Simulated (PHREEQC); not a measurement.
A solution holds 0.0061 mol H2SO4 and 0.29 mol NaOH per kg of water, at 25 °C. It is in equilibrium with CO2 at log p = 0 (atm). Otherwise closed; pH follows from the charge balance.

Model: Pitzer model, pitzer.dat, run in PHREEQC.

```yaml
pH: 7.12
ionic_strength: 0.297 mol/kgw
activity_of_water: 0.990
specific_conductance: 20900 µS/cm
density: 1.014 g/cm³
osmotic_coefficient: 0.876
total_alkalinity: 278 meq/kg
```

```
species  molality  activity   log γ
-------  --------  --------  ------
Na+         0.290     0.197  -0.169
HCO3-       0.276     0.203  -0.133
CO2        0.0322    0.0338   0.021
SO4-2     0.00610  0.000846  -0.858
CO3-2    0.000809  0.000124  -0.814
OH-       1.98e-7   1.34e-7  -0.170
H+        1.34e-7   7.50e-8  -0.252
HSO4-     8.79e-9   6.05e-9  -0.162
```

No solid was allowed to form.
